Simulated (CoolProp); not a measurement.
Saturation properties of octamethyltrisiloxane (MDM).

Computed with CoolProp (reference Helmholtz-energy equation of state, Thol 2017).

```csv
T (K),p (MPa),vapour density (kg/m³),liquid cp (kJ/(kg K)),surface tension (mN/m)
279.8,0.0001357,0.01380,1.743,18.3
289,0.0002677,0.02637,1.763,17.4
298.3,0.0005042,0.04815,1.783,16.6
307.6,0.0009049,0.08386,1.805,15.7
316.9,0.001554,0.1400,1.827,14.9
326.2,0.002567,0.2249,1.850,14.1
335.5,0.004090,0.3492,1.873,13.3
344.8,0.006310,0.5256,1.897,12.5
354,0.009412,0.7663,1.920,11.7
363.3,0.01373,1.094,1.944,11.0
372.6,0.01955,1.527,1.969,10.3
381.9,0.02723,2.088,1.993,9.53
391.2,0.03717,2.804,2.018,8.83
```

It boils at 425.6 K under 1 atm.

Surface tension comes from a separate correlation (Mulero 2014), older than this fluid's equation and unchecked against measurements.
